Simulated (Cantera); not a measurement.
A Cantera script and what it prints.

```python
import numpy as np
import cantera as ct

gas_names = """
    AL ALC ALN AL2 C CN C2 CCN CNC C2N2 C3 C4 C4N2 C5 N N2
""".split()
cond_names = """
    AL(cr) AL(L) ALN(s) C(gr)
""".split()


# ... load() reads the species with a 1 bar reference pressure and builds the phases ...
atoms = {
    'AlN': {'AL': 1, 'N': 1},
    'C': {'C': 1},
    'N2': {'N': 2},
}
top_T = {'ALN(s)': 2750, 'C(gr)': 4500}  # K; cautious upper limits of use, not melting points


# ... equilibrate(T, P, feed) seeds the gas with the atoms and calls Mixture.equilibrate('TP', solver="vcs", rtol=1e-11, max_steps=5000) ...
results = []
feed = {'AlN': 1, 'C': 0.032, 'N2': 5.7}  # mol
T = 2850  # K
P = 2200  # Pa
mix = equilibrate(T, P, feed)
results.append((T, P, feed, dict(zip(mix.species_names, mix.species_moles))))
x = sorted(zip(gas.X, gas.species_names), reverse=True)
print(f"T = {T:g} K  P = {P:g} Pa  gas = {mix.phase_moles(0):.4g} mol")
print("   x: " + "  ".join(f"{s} {v:.3e}" for v, s in x if v > 0.0001))
print("   condensed (mol): " + ("  ".join(f"{mix.phase(i).name} {mix.phase_moles(i):.4g}"
      for i in range(1, mix.n_phases) if mix.phase_moles(i) > 1e-12) or "none"))
```

It prints:

```
T = 2850 K  P = 2200 Pa  gas = 7.216 mol
   x: N2 8.575e-01  AL 1.386e-01  CN 3.410e-03  C 2.129e-04  C3 1.882e-04
   condensed (mol): none
```

These are equilibrium values from Cantera (NASA tables, ideal gas, pure condensed phases), not measurements of a reactor.
